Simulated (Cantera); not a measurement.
Input (Python, Cantera):

```python
import numpy as np
import cantera as ct

gas = ct.Solution("h2o2.yaml")
gas.TPX = 900, 2300, {'H2': 0.37, 'O2': 1}
inlet = ct.Reservoir(gas, clone=True)

reactor = ct.IdealGasConstPressureReactor(gas, energy="off", clone=False)
exhaust = ct.Reservoir(gas, clone=True)
tau = [2, 0.59, 0.18, 0.052, 0.016, 0.0046, 0.0014][0]
for a, b in ((inlet, reactor), (reactor, exhaust)):
    ct.MassFlowController(a, b, mdot=lambda t: reactor.mass / tau)
net = ct.ReactorNet([reactor])
show = ['H2', 'O2', 'HO2', 'O', 'H2O2', 'H2O', 'H']

rows = []
print(f"{'tau/s':>10s}{'T/K':>9s}" + "".join(f"{s:>11s}" for s in show))
for tau in [2, 0.59, 0.18, 0.052, 0.016, 0.0046, 0.0014]:
    net.initial_time = 0.0
    net.advance(30 * tau)
    before = gas.X
    net.advance(40 * tau)
    drift = np.max(np.abs(gas.X - before) / (gas.X + 1e-9))
    rows.append([gas.T, *gas[show].X, drift])
    print(f"{tau:10.3e}{gas.T:9.1f}" + "".join(f"{x:11.3e}" for x in gas[show].X))
```

It prints:

```
     tau/s      T/K         H2         O2        HO2          O       H2O2        H2O          H
 2.000e+00    900.0  2.867e-03  6.879e-01  1.990e-05  2.320e-04  1.007e-06  3.087e-01  5.173e-05
 5.900e-01    900.0  5.563e-03  6.880e-01  2.740e-05  4.781e-04  1.132e-06  3.054e-01  1.746e-04
 1.800e-01    900.0  1.033e-02  6.882e-01  3.441e-05  9.382e-04  1.205e-06  2.994e-01  5.673e-04
 5.200e-02    900.0  1.937e-02  6.883e-01  3.991e-05  1.854e-03  1.263e-06  2.876e-01  1.924e-03
 1.600e-02    900.0  3.463e-02  6.880e-01  4.210e-05  3.468e-03  1.268e-06  2.663e-01  5.970e-03
 4.600e-03    900.0  6.303e-02  6.862e-01  3.977e-05  6.461e-03  1.118e-06  2.236e-01  1.811e-02
 1.400e-03    900.0  1.105e-01  6.847e-01  3.199e-05  1.001e-02  7.849e-07  1.522e-01  3.918e-02
```

Cantera simulation using the H2/O2 subset of GRI-Mech 3.0, which has no nitrogen chemistry; the numbers are that mechanism's predictions, not measurements. Radical loss at walls, strong at low pressure, is not modelled. Below about 950 K walls govern HO2 and H2O2 in real vessels. The temperature is held fixed by assumption; the heat of reaction is taken as removed at once.
